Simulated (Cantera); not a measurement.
Feed: 1 mol c-C4F8, 0.14 mol F2, 3.9 mol H2, held at 0.00290 bar.

These are equilibrium values from Cantera (NASA tables, ideal gas, pure condensed phases), not measurements of a reactor. Candidate condensed phases: C, C6H6, C7H8, C8H18; 95 gas species. The feed counts by its element totals alone. Gases not in the tables: C2F6 and larger saturated fluorocarbons. Rates play no part.

log p: log10 of the partial pressure in bar; n: condensed amount in mol.

```json
[
 {"T (°C)": "1400", "log p HF": "-2.54", "log p F": "-5.66", "log p CF4": "-4.38", "log p CF2": "-5.55", "log p CF3": "-6.97", "n C(graphite)": "3.88"},
 {"T (°C)": "1450", "log p HF": "-2.55", "log p F": "-5.38", "log p CF4": "-4.40", "log p CF2": "-5.31", "log p CF3": "-6.78", "n C(graphite)": "3.88"},
 {"T (°C)": "1500", "log p HF": "-2.55", "log p F": "-5.11", "log p CF4": "-4.42", "log p CF2": "-5.09", "log p CF3": "-6.61", "n C(graphite)": "3.87"},
 {"T (°C)": "1550", "log p HF": "-2.55", "log p F": "___", "log p CF4": "-4.47", "log p CF2": "___", "log p CF3": "___", "n C(graphite)": "3.87"},
 {"T (°C)": "1600", "log p HF": "-2.55", "log p F": "-4.65", "log p CF4": "-4.55", "log p CF2": "-4.72", "log p CF3": "-6.35", "n C(graphite)": "3.87"},
 {"T (°C)": "1650", "log p HF": "-2.55", "log p F": "___", "log p CF4": "___", "log p CF2": "___", "log p CF3": "-6.28", "n C(graphite)": "3.87"},
 {"T (°C)": "1700", "log p HF": "-2.55", "log p F": "-4.28", "log p CF4": "-4.88", "log p CF2": "-4.49", "log p CF3": "-6.27", "n C(graphite)": "3.87"}
]
```

**Question.** Some entries are withheld; supply them.

**Answer.** 
- 1650, log p F: -4.45
- 1650, log p CF4: -4.68
- 1650, log p CF2: -4.58
- 1550, log p F: -4.87
- 1550, log p CF2: -4.89
- 1550, log p CF3: -6.46
